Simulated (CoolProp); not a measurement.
Properties of n-decane at several states.

Model: reference Helmholtz-energy equation of state, Lemmon 2006, in CoolProp. It is a short technical equation, of lower accuracy than the large ones.

```json
[
 {"T (°C)": "37.35", "p (MPa)": "8.43", "phase": "liquid", "isothermal compressibility (1/MPa)": "0.001099", "expansivity (1/kK)": "___", "viscosity (µPa s)": "788", "fugacity coefficient": "9.319e-5"},
 {"T (°C)": "170.55", "p (MPa)": "0.0494", "phase": "gas", "isothermal compressibility (1/MPa)": "20.91", "expansivity (1/kK)": "2.547", "viscosity (µPa s)": "7.68", "fugacity coefficient": "0.9699"},
 {"T (°C)": "226.75", "p (MPa)": "0.131", "phase": "gas", "isothermal compressibility (1/MPa)": "8.081", "expansivity (1/kK)": "___", "viscosity (µPa s)": "___", "fugacity coefficient": "___"},
 {"T (°C)": "164.45", "p (MPa)": "1.25", "phase": "liquid", "isothermal compressibility (1/MPa)": "0.003411", "expansivity (1/kK)": "___", "viscosity (µPa s)": "221", "fugacity coefficient": "0.06442"},
 {"T (°C)": "76.45", "p (MPa)": "11.8", "phase": "liquid", "isothermal compressibility (1/MPa)": "0.001353", "expansivity (1/kK)": "1.031", "viscosity (µPa s)": "523", "fugacity coefficient": "0.0006711"}
]
```

Task: Complete the blanks.

Result: 
- 37.35, expansivity (1/kK): 1.019
- 226.75, expansivity (1/kK): 2.457
- 226.75, viscosity (µPa s): 8.62
- 226.75, fugacity coefficient: 0.9500
- 164.45, expansivity (1/kK): 1.433

Viscosity comes from a separate model (Huber 2004).
